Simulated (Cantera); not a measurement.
Input (Python, Cantera):

```python
import numpy as np
import cantera as ct

surf = ct.Interface("diamond.yaml", "diamond_100")
gas, bulk = surf.adjacent["gas"], surf.adjacent["diamond"]
k = surf.kinetics_species_index(bulk.species_names[0])
cover = ["c6HH", "c6H*", "c6*H", "c6**", "c6HM", "c6B"]

rows, drift = [], 0.0
print(f"{'T':>10s}{'um/h':>11s}" + "".join(f"{s:>11s}" for s in cover))
for v in [900, 950, 1000, 1050, 1100, 1150, 1200, 1250, 1300, 1350, 1400]:
    T, P, xH, xCH3 = v, 3600, 0.031, 0.00077
    gas.TPX = T, P, {"H": xH, "CH3": xCH3, "CH4": 0.013, "H2": 1 - xH - xCH3 - 0.013}
    surf.TP = bulk.TP = T, P
    surf.coverages = "c6H*:0.1, c6HH:0.9"
    surf.advance_coverages(100.0)
    before = surf.coverages
    surf.advance_coverages(100.0)
    drift = max(drift, np.max(np.abs(surf.coverages - before) / (surf.coverages + 1e-9)))
    rate = surf.net_production_rates[k] * bulk.mean_molecular_weight / bulk.density * 3.6e9
    rows.append([rate, *surf[cover].coverages])
    print(f"{v:10.4g}{rate:11.4e}" + "".join(f"{x:11.3e}" for x in rows[-1][1:]))
```

It prints:

```
         T       um/h       c6HH       c6H*       c6*H       c6**       c6HM        c6B
       900 8.4895e+00  6.745e-01  1.040e-02  2.854e-01  4.287e-03  2.047e-02  2.304e-08
       950 1.1269e+01  6.297e-01  1.405e-02  3.282e-01  6.576e-03  1.640e-02  3.058e-08
      1000 1.4354e+01  5.860e-01  1.821e-02  3.681e-01  9.612e-03  1.323e-02  3.895e-08
      1050 1.7513e+01  5.441e-01  2.283e-02  4.042e-01  1.348e-02  1.064e-02  4.752e-08
      1100 2.0183e+01  5.048e-01  2.779e-02  4.364e-01  1.826e-02  8.367e-03  5.477e-08
      1150 2.1278e+01  4.684e-01  3.303e-02  4.647e-01  2.398e-02  6.170e-03  5.774e-08
      1200 1.9700e+01  4.349e-01  3.846e-02  4.890e-01  3.067e-02  4.031e-03  5.346e-08
      1250 1.5953e+01  4.042e-01  4.396e-02  5.093e-01  3.829e-02  2.248e-03  4.329e-08
      1300 1.2225e+01  3.758e-01  4.944e-02  5.256e-01  4.678e-02  1.092e-03  3.317e-08
      1350 9.9884e+00  3.497e-01  5.481e-02  5.380e-01  5.605e-02  4.902e-04  2.710e-08
      1400 9.1588e+00  3.259e-01  6.002e-02  5.471e-01  6.602e-02  2.131e-04  2.485e-08
```

Detailed kinetics in Cantera: the Harris–Goodwin 1993 mechanism for the reconstructed diamond (100) surface.
